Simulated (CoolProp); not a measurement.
Vapour-liquid equilibrium of methanol (1) + toluene (2) at 412 K; x and y are mole fractions of (1).

The numbers come from the multi-fluid Helmholtz-energy mixture model, de Reuck 1993 and Lemmon 2006; pair parameters Bell 2016 in CoolProp.

```
x     bubble pressure (MPa)  y at the bubble point  dew pressure at overall composition x (MPa)  liquid density (mol/L)
----  ---------------------  ---------------------  -------------------------------------------  ----------------------
0.05                      …                  0.439                                       0.2242                   8.357
0.2                       …                  0.683                                            …                   9.137
0.35                 0.7819                  0.742                                       0.3317                   10.13
0.5                  0.8518                  0.778                                       0.4304                   11.43
0.65                      …                  0.819                                       0.6070                   13.20
0.8                  0.9787                  0.878                                       0.8877                   15.65
0.95                  1.040                  0.965                                            …                   19.17
```

### Question
Fill in the missing entries.

### Answer

- 0.05, bubble pressure (MPa): 0.3844
- 0.2, bubble pressure (MPa): 0.6644
- 0.2, dew pressure at overall composition x (MPa): 0.2689
- 0.65, bubble pressure (MPa): 0.9143
- 0.95, dew pressure at overall composition x (MPa): 1.032

No azeotrope shows between x = 0.05 and 0.95.

Pair parameters are fitted to limited data, so mixtures are less certain than the pure fluids. With so large a gap from Raoult's law the liquid may split in two, which this calculation doesn't test in full.
